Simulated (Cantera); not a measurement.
Feed: 1 mol TiO2, 2.8 mol CO, 12 mol H2, at 1850 °C and 4.20 Torr.

Method: chemical equilibrium by Gibbs-energy minimisation in Cantera with the NASA 1993 tables (ideal gas, pure condensed phases). Candidate condensed phases: C, C6H6, C7H8, C8H18, H2O, Ti, TiC, TiO, TiO2, Ti2O3, Ti3O5, Ti4O7; 113 gas species. Kinetics and transport are ignored.

Problem. What is the equilibrium state?

Solution. 
| Property | Value |
|---|---|
| x(H2) | 0.752 |
| x(CO) | 0.184 |
| x(H) | 0.0416 |
| x(H2O) | 0.0209 |
| x(CO2) | 0.00102 |
| x(OH) | 0.000143 |
| x(TiO2) | 0.000117 |
| x(TiO) | 8.27e-5 |
| x(O) | 5.60e-6 |
| n(Ti3O5(l)) | 0.332 mol |
| gas amount | 15.12 mol |
| log10 activity of Ti4O7(l) (absent) | -0.03 |
| log10 activity of Ti2O3(l) (absent) | -0.34 |
| log10 activity of Ti(l) (absent) | -4.85 |
